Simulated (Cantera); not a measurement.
Charge: 1 mol SiCl4, 20 mol NH3, 0.32 mol H2, held at 0.0405 Torr.

These are equilibrium values from Cantera (NASA tables, ideal gas, pure condensed phases), not measurements of a reactor. Candidate condensed phases: NH4Cl, Si, Si3N4; 28 gas species. The tables' values for SiCl, SiN are old estimates; treat these amounts as uncertain. Kinetics and transport are ignored. All values below are at 1527 °C.

Base state: H2 0.634, N2 0.228, HCl 0.0734, H 0.0388, Si 0.0150, SiCl2 0.00669, Cl 0.00344, SiCl 0.000879 (mole fractions); condensed: gas only.

### Question
What changes in the equilibrium state with this change: H2 from 0.32 to 32 mol?

### Answer
| species | before | after |
|---|---|---|
| H2 | 0.634 | 0.765 |
| N2 | 0.228 | 0.131 |
| HCl | 0.0734 | 0.0466 |
| Si | 0.0150 | 0.0109 |
| H | 0.0388 | 0.0426 |
| SiCl2 | 0.00669 | 0.00163 |
| SiCl | 0.000879 | 0.000371 |
| Si2 | 2.31e-5 | 1.23e-5 |
| SiN | 2.33e-5 | 1.29e-5 |
